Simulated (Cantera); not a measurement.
Charge: 1 mol Ta, 1.9 mol H2O, held at 1325 °C and 10.0 Torr.

Method: chemical equilibrium by Gibbs-energy minimisation in Cantera with the NASA 1993 tables (ideal gas, pure condensed phases). Candidate condensed phases: H2O, Ta, Ta2O5; 12 gas species. Mutual solubility and eutectic melting of coexisting phases are not modelled. Condensed phases not in the tables: N, O or C dissolved in the metal. Rates play no part.

Base state: H2 0.999, H 0.000461, H2O 0.000196 (mole fractions); condensed: Ta(s) + Ta2O5(s).

Task: What changes in the equilibrium state with this change: temperature from 1325 °C to 1700 °C?

Result: 
```csv
species,before,after
H2,0.999,0.987
H,0.000461,0.0116
H2O,0.000196,0.00160
TaO2,1.14e-8,4.91e-5
"Ta(s), mol",0.240,0.241
"Ta2O5(s), mol",0.380,0.379
```

Task: What changes in the equilibrium state with this change: temperature from 1325 °C to 1825 °C?

Result: 
| species | before | after |
|---|---|---|
| H2 | 0.999 | 0.971 |
| H | 0.000461 | 0.0263 |
| H2O | 0.000196 | 0.00260 |
| TaO2 | 1.14e-8 | 0.000379 |
| TaO | 2.37e-9 | 7.40e-5 |
| Ta(s), mol | 0.240 | 0.242 |
| Ta2O5(s), mol | 0.380 | 0 |
| Ta2O5(l), mol | 0 | 0.379 |
